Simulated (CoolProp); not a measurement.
The numbers come from the reference Helmholtz-energy equation of state, Thol 2012 in CoolProp.

**Question.** Give the vapour pressure (kPa), enthalpy of vaporisation (kJ/kg), vapour Z, liquid viscosity (µPa s) of saturated benzene at 171.75 °C.

**Answer.** 
| T (°C) | p (kPa) | enthalpy of vaporisation (kJ/kg) | vapour Z | liquid viscosity (µPa s) |
|---|---|---|---|---|
| 171.75 | 886 | 315 | 0.845 | 146 |

Viscosity comes from a separate model (Avgeri 2014).
